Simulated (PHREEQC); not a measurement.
Consider water at 25 °C with 0.017 mol NaH2PO4 and 0.00065 mol NaOH per kg of water. It is in equilibrium with CO2 at log p = -2 (atm). Otherwise closed; pH follows from the charge balance.

Model: ion-association model, phreeqc.dat, run in PHREEQC.

Each row changes one thing in this solution. No solid was allowed to form.

```json
[
 {"case": "as made", "pH": "5.59", "ionic strength (mol/kgw)": "0.0182", "H2PO4- (mol/kgw)": "0.0164", "HPO4-2 (mol/kgw)": "0.000580", "CO2 (mol/kgw)": "0.000339", "HCO3- (mol/kgw)": "6.62e-5"},
 {"case": "temperature from 25 to 40 °C", "pH": "5.56", "ionic strength (mol/kgw)": "0.0182", "H2PO4- (mol/kgw)": "0.0164", "HPO4-2 (mol/kgw)": "0.000598", "CO2 (mol/kgw)": "0.000236", "HCO3- (mol/kgw)": "4.95e-5"},
 {"case": "NaH2PO4 from 0.017 to 0.0017 mol/kgw", "pH": "6.39", "ionic strength (mol/kgw)": "0.00261", "H2PO4- (mol/kgw)": "0.00144", "HPO4-2 (mol/kgw)": "0.000258", "CO2 (mol/kgw)": "0.000340", "HCO3- (mol/kgw)": "0.000391"},
 {"case": "NaOH from 0.00065 to 0.000975 mol/kgw", "pH": "5.76", "ionic strength (mol/kgw)": "0.0188", "H2PO4- (mol/kgw)": "0.0161", "HPO4-2 (mol/kgw)": "0.000862", "CO2 (mol/kgw)": "0.000339", "HCO3- (mol/kgw)": "9.98e-5"},
 {"case": "diluted 100-fold with water", "pH": "5.01", "ionic strength (mol/kgw)": "0.000188", "H2PO4- (mol/kgw)": "0.000169", "HPO4-2 (mol/kgw)": "1.11e-6", "CO2 (mol/kgw)": "0.000340", "HCO3- (mol/kgw)": "1.56e-5"}
]
```

At this temperature some constants are extrapolated from 25 °C, and those without enthalpy data are left unchanged.
